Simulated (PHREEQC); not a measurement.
Synthetic water in mg/L, 25 °C, pH 6.98, pe 11.4:

```json
[
 {"constituent": "Na", "mg/L": "2.15"},
 {"constituent": "K", "mg/L": "0.495"},
 {"constituent": "Ca", "mg/L": "0.569"},
 {"constituent": "Mg", "mg/L": "0.246"},
 {"constituent": "Cl", "mg/L": "1.21"},
 {"constituent": "S(6) as SO4", "mg/L": "3.85"},
 {"constituent": "Alkalinity as HCO3", "mg/L": "2.36"},
 {"constituent": "Pb", "mg/L": "0.164"},
 {"constituent": "Li", "mg/L": "0.00713"},
 {"constituent": "Ba", "mg/L": "0.00433"}
]
```

Valence states are taken as typed.

Computed with PHREEQC (ion-association model, phreeqc.dat).

Each row changes one thing in this solution. No solid was allowed to form.

```json
[
 {"case": "as made", "CO2 (mol/kgw)": "8.85e-6", "Pb+2 (mol/kgw)": "5.28e-7", "PbCO3 (mol/kgw)": "1.44e-7", "PbOH+ (mol/kgw)": "9.34e-8", "CaSO4 (mol/kgw)": "8.73e-8", "MgSO4 (mol/kgw)": "8.19e-8", "SI of Pb(OH)2 (Pb(OH)2)": "-0.50", "SI of Anglesite (PbSO4)": "-2.95"},
 {"case": "pH from 6.98 to 7.98 at the same alkalinity", "CO2 (mol/kgw)": "8.40e-7", "Pb+2 (mol/kgw)": "1.45e-7", "PbCO3 (mol/kgw)": "3.75e-7", "PbOH+ (mol/kgw)": "…", "CaSO4 (mol/kgw)": "8.73e-8", "MgSO4 (mol/kgw)": "8.19e-8", "SI of Pb(OH)2 (Pb(OH)2)": "+0.94", "SI of Anglesite (PbSO4)": "-3.51"},
 {"case": "Na from 2.15 to 4.3 mg/L", "CO2 (mol/kgw)": "8.84e-6", "Pb+2 (mol/kgw)": "5.29e-7", "PbCO3 (mol/kgw)": "1.43e-7", "PbOH+ (mol/kgw)": "…", "CaSO4 (mol/kgw)": "8.61e-8", "MgSO4 (mol/kgw)": "8.08e-8", "SI of Pb(OH)2 (Pb(OH)2)": "-0.50", "SI of Anglesite (PbSO4)": "-2.95"}
]
```

**Question.** Fill in the missing entries.

**Answer.** 
- pH from 6.98 to 7.98 at the same alkalinity, PbOH+ (mol/kgw): 2.56e-7
- Na from 2.15 to 4.3 mg/L, PbOH+ (mol/kgw): 9.31e-8

Complexes and solids missing from the database can't appear. Some of these states are supersaturated (in Pb(OH)2, for instance).
